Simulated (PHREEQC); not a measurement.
A column of 0.2 m (40 cells, dispersivity 0.016 m, 60 s a shift, diffusion coefficient 3e-10 m²/s) holds 0.021 eq of the database's cation exchanger X per kg of pore water, first in equilibrium with 0.057 mol/kgw CaCl2, 0.001 mol/kgw Na2SO4 and 1e-05 mol/kgw HCl. It is flushed with 0.0012 mol CdCl2, 0.0092 mol ZnSO4, 0.0016 mol NaCl and 1e-05 mol HCl per kg of water, at 40 °C. Values are for the last cell. The system is closed to CO2. No solid was allowed to form.

The numbers come from PHREEQC with the ion-association model, phreeqc.dat.

```json
[
 {"pore volumes": "0", "Zn in solution (mol/kgw)": "0", "Cd in solution (mol/kgw)": "0", "Ca in solution (mol/kgw)": "0.0570", "Cl in solution (mol/kgw)": "0.114"},
 {"pore volumes": "0.2625", "Zn in solution (mol/kgw)": "3.05e-7", "Cd in solution (mol/kgw)": "1.37e-7", "Ca in solution (mol/kgw)": "0.0570", "Cl in solution (mol/kgw)": "0.114"},
 {"pore volumes": "0.5125", "Zn in solution (mol/kgw)": "0.000190", "Cd in solution (mol/kgw)": "4.93e-5", "Ca in solution (mol/kgw)": "0.0541", "Cl in solution (mol/kgw)": "0.108"},
 {"pore volumes": "0.6375", "Zn in solution (mol/kgw)": "0.000579", "Cd in solution (mol/kgw)": "0.000136", "Ca in solution (mol/kgw)": "0.0488", "Cl in solution (mol/kgw)": "0.0963"},
 {"pore volumes": "0.8875", "Zn in solution (mol/kgw)": "0.00167", "Cd in solution (mol/kgw)": "0.000340", "Ca in solution (mol/kgw)": "0.0340", "Cl in solution (mol/kgw)": "0.0643"},
 {"pore volumes": "1.137", "Zn in solution (mol/kgw)": "0.00256", "Cd in solution (mol/kgw)": "0.000460", "Ca in solution (mol/kgw)": "0.0214", "Cl in solution (mol/kgw)": "0.0370"},
 {"pore volumes": "1.387", "Zn in solution (mol/kgw)": "0.00321", "Cd in solution (mol/kgw)": "0.000512", "Ca in solution (mol/kgw)": "0.0136", "Cl in solution (mol/kgw)": "0.0203"},
 {"pore volumes": "1.512", "Zn in solution (mol/kgw)": "0.00352", "Cd in solution (mol/kgw)": "0.000534", "Ca in solution (mol/kgw)": "0.0111", "Cl in solution (mol/kgw)": "0.0152"},
 {"pore volumes": "1.762", "Zn in solution (mol/kgw)": "0.00418", "Cd in solution (mol/kgw)": "0.000595", "Ca in solution (mol/kgw)": "0.00781", "Cl in solution (mol/kgw)": "0.00910"},
 {"pore volumes": "2.013", "Zn in solution (mol/kgw)": "0.00492", "Cd in solution (mol/kgw)": "0.000680", "Ca in solution (mol/kgw)": "0.00577", "Cl in solution (mol/kgw)": "0.00627"},
 {"pore volumes": "2.263", "Zn in solution (mol/kgw)": "0.00569", "Cd in solution (mol/kgw)": "0.000776", "Ca in solution (mol/kgw)": "0.00436", "Cl in solution (mol/kgw)": "0.00499"},
 {"pore volumes": "2.513", "Zn in solution (mol/kgw)": "0.00641", "Cd in solution (mol/kgw)": "0.000868", "Ca in solution (mol/kgw)": "0.00331", "Cl in solution (mol/kgw)": "0.00443"},
 {"pore volumes": "2.638", "Zn in solution (mol/kgw)": "0.00673", "Cd in solution (mol/kgw)": "0.000910", "Ca in solution (mol/kgw)": "0.00288", "Cl in solution (mol/kgw)": "0.00429"},
 {"pore volumes": "2.888", "Zn in solution (mol/kgw)": "0.00731", "Cd in solution (mol/kgw)": "0.000983", "Ca in solution (mol/kgw)": "0.00216", "Cl in solution (mol/kgw)": "0.00413"},
 {"pore volumes": "3.138", "Zn in solution (mol/kgw)": "0.00777", "Cd in solution (mol/kgw)": "0.00104", "Ca in solution (mol/kgw)": "0.00161", "Cl in solution (mol/kgw)": "0.00406"},
 {"pore volumes": "3.388", "Zn in solution (mol/kgw)": "0.00813", "Cd in solution (mol/kgw)": "0.00109", "Ca in solution (mol/kgw)": "0.00119", "Cl in solution (mol/kgw)": "0.00403"},
 {"pore volumes": "3.513", "Zn in solution (mol/kgw)": "0.00828", "Cd in solution (mol/kgw)": "0.00110", "Ca in solution (mol/kgw)": "0.00102", "Cl in solution (mol/kgw)": "0.00402"},
 {"pore volumes": "3.763", "Zn in solution (mol/kgw)": "0.00853", "Cd in solution (mol/kgw)": "0.00113", "Ca in solution (mol/kgw)": "0.000747", "Cl in solution (mol/kgw)": "0.00402"},
 {"pore volumes": "4.013", "Zn in solution (mol/kgw)": "0.00871", "Cd in solution (mol/kgw)": "0.00115", "Ca in solution (mol/kgw)": "0.000543", "Cl in solution (mol/kgw)": "0.00401"}
]
```

Species that the database lacks are ignored. At this temperature some constants are extrapolated from 25 °C, and those without enthalpy data are left unchanged.
